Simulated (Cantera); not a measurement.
A freely propagating, adiabatic, planar premixed flame of H2 : O2 : N2 = 1 : 0.943 : 3.55 (molar parts), unburnt at 300 K and 101000 Pa; mixture-averaged transport, grid criteria slope 0.08 and curve 0.16, no radiation.

Cantera simulation using the H2/O2 subset of GRI-Mech 3.0, which has no nitrogen chemistry; the numbers are that mechanism's predictions, not measurements. Burning velocities carry a grid error of a few per cent, more on coarse grids. Lean hydrogen flames are cellular in practice and burn faster than this planar one.

Question: How do the results move with these cheaper or finer settings: unity-Lewis-number transport; multicomponent transport; multicomponent+Soret transport; grid criteria slope 0.5, curve 1; grid criteria slope 0.25, curve 0.5; grid criteria slope 0.03, curve 0.06?

Answer: 
```tsv
setting	laminar burning velocity	thermal thickness	peak x(H)	peak x(HO2)	grid points
as above	49.5 cm/s	0.434 mm	0.00371	0.000315	112
unity-Lewis-number transport	78.0 cm/s	0.289 mm	0.0115	0.000274	109
multicomponent transport	50.3 cm/s	0.423 mm	0.00380	0.000317	113
multicomponent+Soret transport	44.6 cm/s	0.443 mm	0.00330	0.000296	112
grid criteria slope 0.5, curve 1	44.8 cm/s	0.539 mm	0.00268	0.000280	31
grid criteria slope 0.25, curve 0.5	48.8 cm/s	0.463 mm	0.00340	0.000304	47
grid criteria slope 0.03, curve 0.06	51.3 cm/s	0.420 mm	0.00398	0.000322	260
```
Unity Lewis numbers drop preferential diffusion, which matters most where H2 and H carry the flame; Soret adds thermal diffusion.
